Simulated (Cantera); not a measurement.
Input (Python, Cantera) and output of one run.

```python
import numpy as np
import cantera as ct

gas_names = """
    B BCL BCL2 BCL3 BN B2 CL CL2 N N2
""".split()
cond_names = """
    B(b) B(L) BN(s)
""".split()


# ... load() reads the species with a 1 bar reference pressure and builds the phases ...
atoms = {
    'BN': {'B': 1, 'N': 1},
    'Cl2': {'CL': 2},
    'N2': {'N': 2},
}
top_T = {'BN(s)': 3200}  # K; cautious upper limits of use, not melting points


# ... equilibrate(T, P, feed) seeds the gas with the atoms and calls Mixture.equilibrate('TP', solver="vcs", rtol=1e-11, max_steps=5000) ...
results = []
feed = {'BN': 1, 'Cl2': 12, 'N2': 0.47}  # mol
P = 7.4  # Pa
for T in [1450, 1500, 1550, 1600, 1650, 1700, 1750, 1800]:
    mix = equilibrate(T, P, feed)
    results.append((T, P, feed, dict(zip(mix.species_names, mix.species_moles))))

top = {s: max(r[3][s] / sum(r[3][g] for g in gas_names) for r in results) for s in gas_names}
cols = sorted((s for s in top if top[s] > 0.0001), key=lambda s: -top[s])[:7]
seen = [c for c in cond_names if any(r[3].get(c, 0) > 1e-12 for r in results)]
print("log10 of partial pressures in bar; condensed amounts in mol")
print(f"{'T/K':>10s}" + "".join(f"{s[:9]:>10s}" for s in cols + seen))
for T, P, feed, n in results:
    ng = sum(n[g] for g in gas_names)
    print(f"{T:10.4g}" + "".join(f"{np.log10(max(n[s] / ng * P / 1e5, 1e-99)):10.3f}" for s in cols)
          + "".join(f"{n.get(c, 0):10.4g}" for c in seen))
```

It prints:

```
log10 of partial pressures in bar; condensed amounts in mol
       T/K        CL      BCL3        N2       CL2      BCL2       BCL
      1450    -4.187    -5.478    -5.491    -5.606    -9.473   -11.922
      1500    -4.179    -5.485    -5.498    -5.891    -8.954   -10.996
      1550    -4.174    -5.488    -5.501    -6.165    -8.462   -10.119
      1600    -4.172    -5.491    -5.503    -6.426    -7.998    -9.293
      1650    -4.171    -5.495    -5.504    -6.674    -7.562    -8.517
      1700    -4.171    -5.504    -5.505    -6.908    -7.157    -7.790
      1750    -4.170    -5.527    -5.507    -7.129    -6.790    -7.120
      1800    -4.170    -5.591    -5.510    -7.338    -6.487    -6.530
```

Cantera equilibrium calculation (NASA polynomials, part measured and part estimated; ideal gas, pure solids and liquids). The tables' values for BCl2, BCl are old estimates; treat these amounts as uncertain.
